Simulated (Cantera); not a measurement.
A perfectly stirred reactor is fed with CH4 : H2O : H2 = 1 : 4.1 : 1.4 (molar parts), at 22.7 atm; it is held at 1975 K, and followed from long to short residence time.

Computed with Cantera and GRI-Mech 3.0 (53 species, 325 reactions). The pressure lies above the range GRI-Mech 3.0 was tuned for (to about 10 atm).

Problem. What does this change do: H2O 4.1 to 1.2 parts?

Solution. 
```
quantity                 before    after
---------------------  --------  -------
x(CH4) at τ = 5.20 s   0.000129  0.00273
x(H2O) at τ = 5.20 s      0.350   0.0370
x(H2) at τ = 5.20 s       0.532    0.783
x(CO2) at τ = 5.20 s     0.0150  0.00184
x(HCO) at τ = 5.20 s    1.86e-7  3.85e-7
x(CH4) at τ = 53.0 ms   0.00775   0.0311
x(H2O) at τ = 53.0 ms     0.366   0.0955
x(H2) at τ = 53.0 ms      0.515    0.724
x(CO2) at τ = 53.0 ms    0.0150  0.00384
x(HCO) at τ = 53.0 ms   1.70e-7  2.80e-7
```
